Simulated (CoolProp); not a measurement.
Vapour-liquid equilibrium of ethanol (1) + dimethyl carbonate (2) at 1.4 bar; x and y are mole fractions of (1).

The numbers come from the multi-fluid Helmholtz-energy mixture model, Schroeder 2014 and Zhou 2011; pair parameters Bell 2016 in CoolProp.

Task: Give the bubble temperature and the first vapour's composition at x = 0.05, 0.55, 0.95. Is there an azeotrope?

Result: x = 0.05: 369.3 K, y = 0.163; x = 0.55: 357.1 K, y = 0.630; x = 0.95: 358.7 K, y = 0.911. y crosses x between x = 0.65 and 0.75: the model has an azeotrope there.

Pair parameters are fitted to limited data, so mixtures are less certain than the pure fluids.
